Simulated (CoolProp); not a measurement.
Aqueous methanol as a coolant, at -13 °C, 1 atm.

Model: Melinder's fits for secondary coolants, in CoolProp.

```
mass %  freezing point (°C)  conductivity (W/(m K))  Prandtl number  density (kg/m³)  viscosity (mPa s)
------  -------------------  ----------------------  --------------  ---------------  -----------------
24.4                  -19.5                   0.430            56.5              ___               6.23
31                    -26.9                   0.404            60.4            963.8                ___
37.5                    ___                   0.379             ___            955.8               6.45
44                    -44.7                   0.356            58.6            946.5               6.05
50.5                  -55.3                     ___            53.9            935.9               5.47
```

Problem. Some entries are withheld; supply them.

Solution. 
- 24.4, density (kg/m³): 970.6
- 31, viscosity (mPa s): 6.53
- 37.5, freezing point (°C): -35.2
- 37.5, Prandtl number: 61.0
- 50.5, conductivity (W/(m K)): 0.335
